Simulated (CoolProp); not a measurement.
The fluid at 395.17 K and 5.74 MPa flows at 0.075 m/s in a round tube of 50 mm bore and 0.25 µm roughness, fully developed (64/Re and Nu = 3.66 if laminar; Colebrook and Gnielinski if turbulent). The same conditions are run with several fluids, on thermodynamics alone (safety and materials aside).

Model: reference Helmholtz-energy equation of state of each fluid (n-decane: Lemmon 2006; toluene: Lemmon 2006; n-heptane: Span 2003; R141b: Lemmon 2006; methanol: de Reuck 1993), in CoolProp.

```tsv
fluid	Reynolds number	Darcy friction factor	pressure drop (Pa/m)	heat-transfer coefficient (W/(m² K))	mass flow (kg/h)
n-decane	7600	0.0333	1.23	136	349
toluene	12000	0.0294	1.28	169	411
n-heptane	12600	0.0291	0.985	166	319
R141b	23000	0.0250	1.47	168	553
methanol	13800	0.0284	1.11	294	368
```

Transport values come from each fluid's own correlations; those of R141b are estimates that may be off by 10 % or more.
